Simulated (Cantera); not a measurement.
A freely propagating, adiabatic, planar premixed flame of 53.2 % H2, 9.84 % O2, 37.0 % N2, equivalence ratio 2.7, unburnt at 400 K and 280000 Pa; mixture-averaged transport, grid criteria slope 0.08 and curve 0.16, no radiation.

Cantera simulation using the H2/O2 subset of GRI-Mech 3.0, which has no nitrogen chemistry; the numbers are that mechanism's predictions, not measurements. The hydrogen kinetics of GRI-Mech 3.0 are dated; newer H2 mechanisms differ, most at raised pressure. Burning velocities carry a grid error of a few per cent, more on coarse grids.

**Question.** Predict: laminar burning velocity; thermal thickness; peak x(OH); peak x(H); peak x(HO2).

**Answer.** 
```json
{
 "laminar_burning_velocity": "388 cm/s",
 "thermal_thickness": "0.110 mm",
 "peak x(OH)": "0.00128",
 "peak x(H)": "0.0423",
 "peak x(HO2)": "0.000675"
}
```
